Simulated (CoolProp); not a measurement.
Vapour-liquid equilibrium of n-hexane (1) + cyclohexane (2) at 175.55 °C; x and y are mole fractions of (1).

Computed with CoolProp (multi-fluid Helmholtz-energy mixture model, Thol 2019 and Zhou 2014; pair parameters Bell 2016).

```tsv
x	bubble pressure, mixture model (kPa)	bubble pressure, Raoult's law (kPa)	y, mixture model	y, Raoult's law
0.05	912.8	909.7	[?]	0.066
0.2	[?]	956.4	[?]	0.252
0.35	1015	1003	[?]	0.421
0.5	[?]	1050	0.554	0.574
0.65	1106	1096	0.694	0.715
0.8	1149	1143	[?]	0.844
0.95	1191	1190	0.958	0.962
```

**Question.** Some entries are withheld; supply them.

**Answer.** 
- 0.05, y, mixture model: 0.065
- 0.2, bubble pressure, mixture model (kPa): 965.7
- 0.2, y, mixture model: 0.244
- 0.35, y, mixture model: 0.405
- 0.5, bubble pressure, mixture model (kPa): 1061
- 0.8, y, mixture model: 0.828

The largest gap from Raoult's law is +1.2 % in bubble pressure, at x = 0.35. No azeotrope shows between x = 0.05 and 0.95.

Pair parameters are fitted to limited data, so mixtures are less certain than the pure fluids.
